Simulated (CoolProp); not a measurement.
Saturation properties of fluorine (Tc = 144.4 K, pc = 5.240 MPa, ω = 0.045).

Model: reference Helmholtz-energy equation of state, de Reuck 1990, in CoolProp.

```tsv
T (K)	p (MPa)	liquid density (kg/m³)	enthalpy of vaporisation (kJ/kg)	liquid cp (kJ/(kg K))	vapour Z	surface tension (mN/m)
69.3	0.01058	1607	187.6	1.480	0.9931	17.9
74.8	…	1571	…	1.487	0.9866	16.4
80.4	0.05759	1534	178.6	1.497	0.9765	14.8
85.9	0.1117	1496	…	1.514	0.9629	13.2
91.5	0.2008	1455	168.0	1.536	0.9448	11.7
97	0.3328	1414	161.9	1.566	0.9228	10.2
102.6	0.5246	1369	155.1	1.605	0.8958	8.79
108.1	0.7820	1322	147.6	1.657	0.8644	7.40
113.6	1.121	1272	139.2	1.729	0.8275	6.06
119.2	1.562	1216	129.3	1.837	0.7833	4.75
124.7	2.106	1154	…	2.009	0.7317	3.52
130.3	2.788	1080	103.5	2.328	0.6683	2.34
135.8	3.602	988.5	85.03	3.051	…	1.28
```

Task: Complete the blanks.

Result: 
- 74.8, p (MPa): 0.02626
- 74.8, enthalpy of vaporisation (kJ/kg): 183.3
- 85.9, enthalpy of vaporisation (kJ/kg): 173.6
- 124.7, enthalpy of vaporisation (kJ/kg): 117.8
- 135.8, vapour Z: 0.5897

It boils at 85.0 K under 1 atm.

Surface tension comes from a separate correlation (Mulero 2012).
